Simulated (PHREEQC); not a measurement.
Solution (55 °C): 1.9 mmol/kgw KOH. It is in equilibrium with CO2 at log p = -3.5 (atm). Otherwise closed; pH follows from the charge balance.

All values are PHREEQC results (Pitzer model, pitzer.dat), not measurements.

Precipitation was switched off in this run.

### Question
What pH, specific conductance, osmotic coefficient does the model give?

### Answer
pH 8.73; specific conductance 399 µS/cm; osmotic coefficient 0.982.

### Question
In which forms is C present?

### Answer
HCO3- 96 %, CO3-2 4.1 % of the C.

Species that the database lacks are ignored. At this temperature some constants are extrapolated from 25 °C, and those without enthalpy data are left unchanged.
